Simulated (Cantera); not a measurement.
Input: 1 mol Si, 0.9 mol Cl2, 3.2 mol H2, held at 802 °C and 910000 Pa.

Method: chemical equilibrium by Gibbs-energy minimisation in Cantera with the NASA 1993 tables (ideal gas, pure condensed phases). The tables' values for SiCl3 are old estimates; treat these amounts as uncertain. The numbers say what is thermodynamically allowed, not how fast it happens.

```json
[
 {"species": "H2", "before": "0.845", "after": "0.852"},
 {"species": "SiHCl3", "before": "0.0675", "after": "0.0756"},
 {"species": "SiCl4", "before": "0.0673", "after": "0.0660"},
 {"species": "HCl", "before": "0.0105", "after": "0.000336"},
 {"species": "SiCl2", "before": "0.000253", "after": "1.15e-7"},
 {"species": "SiCl3", "before": "0.00104", "after": "6.41e-6"},
 {"species": "SiH3Cl", "before": "0.000244", "after": "0.000119"},
 {"species": "SiH2Cl2", "before": "0.00792", "after": "0.00636"},
 {"species": "Si(s), mol", "before": "0.483", "after": "0.471"}
]
```
Gas species are given as mole fractions.

### Question
What was changed between the two runs?
A) temperature from 802 °C to 477 °C
B) Cl2 from 0.9 to 0.62 mol
C) Cl2 from 0.9 to 2.3 mol
D) Cl2 from 0.9 to 2.2 mol

### Answer
A, temperature from 802 °C to 477 °C
